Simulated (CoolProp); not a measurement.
Hexamethyldisiloxane (MM) along the isotherm 387.8 K: fugacity coefficient from the reference equation and from simpler models built on Tc = 518.7 K, pc = 1.931 MPa, ω = 0.418; each cubic takes its own stable root.

Computed with CoolProp (reference Helmholtz-energy equation of state, Thol 2016).

```json
[
 {"p (MPa)": "0.805", "phase": "liquid", "reference": "0.1809", "van der Waals": "0.5769", "Peng-Robinson": "0.1813"},
 {"p (MPa)": "1.61", "phase": "liquid", "reference": "0.09617", "van der Waals": "0.3188", "Peng-Robinson": "0.09608"},
 {"p (MPa)": "2.41", "phase": "liquid", "reference": "0.06826", "van der Waals": "0.2348", "Peng-Robinson": "0.06796"},
 {"p (MPa)": "3.22", "phase": "liquid", "reference": "0.05431", "van der Waals": "0.1937", "Peng-Robinson": "0.05388"},
 {"p (MPa)": "4.02", "phase": "liquid", "reference": "0.04621", "van der Waals": "0.1705", "Peng-Robinson": "0.04567"},
 {"p (MPa)": "4.83", "phase": "liquid", "reference": "0.04086", "van der Waals": "0.1560", "Peng-Robinson": "0.04024"},
 {"p (MPa)": "5.63", "phase": "liquid", "reference": "0.03722", "van der Waals": "0.1468", "Peng-Robinson": "0.03651"},
 {"p (MPa)": "6.44", "phase": "liquid", "reference": "0.03456", "van der Waals": "0.1408", "Peng-Robinson": "0.03377"},
 {"p (MPa)": "7.24", "phase": "liquid", "reference": "0.03262", "van der Waals": "0.1372", "Peng-Robinson": "0.03175"},
 {"p (MPa)": "8.05", "phase": "liquid", "reference": "0.03115", "van der Waals": "0.1351", "Peng-Robinson": "0.03020"},
 {"p (MPa)": "8.85", "phase": "liquid", "reference": "0.03006", "van der Waals": "0.1344", "Peng-Robinson": "0.02903"},
 {"p (MPa)": "9.66", "phase": "liquid", "reference": "0.02923", "van der Waals": "0.1347", "Peng-Robinson": "0.02811"}
]
```
